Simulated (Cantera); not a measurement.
A perfectly stirred reactor is fed with 2.86 % CH₄, 97.1 % N₂, at 10.00 Torr; it is held at 1723 K, and followed from long to short residence time.

Detailed kinetics in Cantera: GRI-Mech 3.0 (53 species, 325 reactions). GRI-Mech 3.0 stops at C3 and has no aromatics, soot or wall deposition, so with more carbon than oxygen in the feed, carbon stays in small species such as C2H2 where larger ones or solid carbon would form. Radical loss at walls, strong at low pressure, is not modelled.

One state of this run: x CH₄ = 0.00796; x C₂H = 1.46e-7; x HCN = 6.09e-6; x H₂ = 0.0295; x H = 7.15e-5; x CH₃ = 0.000365; x C₂H₆ = 9.11e-7. x: mole fraction; the columns are a selection and need not sum to one.

Which value of τ (s) does it belong to?
A. 14
B. 1.1
C. 0.0019
D. 0.00015

B, 1.1
